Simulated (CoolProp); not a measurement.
C3F8 (R218) at several states: Z from the reference equation and from simpler models built on Tc = 71.9 °C, pc = 2640 kPa, ω = 0.317; each cubic takes its own stable root.

Values from CoolProp's reference Helmholtz-energy equation of state, Lemmon 2006. It is a short technical equation, of lower accuracy than the large ones.

```
T (°C)   p (kPa)   phase  reference
-------  -------  ------  ---------
-3.35        974  liquid    0.05533
-134.75     17.9  liquid   0.001490
-97.35      1910  liquid     0.1338
-124.85     90.9  liquid   0.007191
96.35       62.7     gas     0.9939
132.55       111     gas     0.9923
```

Task: How far does each simpler model (Redlich-Kwong, Peng-Robinson) lie from the reference over these 6 states: mean and median of the absolute difference, and the worst?

Result: 
- Redlich-Kwong: mean 7.1 %, median 9.5 %, worst +13.1 % at -3.35 °C and 974 kPa
- Peng-Robinson: mean 3.2 %, median 3.7 %, worst -5.8 % at -3.35 °C and 974 kPa
